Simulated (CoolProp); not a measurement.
The numbers come from the reference Helmholtz-energy equation of state, Thol 2015 in CoolProp.

Q: For octamethylcyclotetrasiloxane (D4), give the phase and the Z, Joule-Thomson coefficient (K/MPa), isothermal compressibility (1/MPa) at 139.05 °C and 0.336 MPa.

A: 
- 139.05 °C and 0.336 MPa: liquid; Z 0.0357, Joule-Thomson coefficient -0.228, isothermal compressibility 0.00445
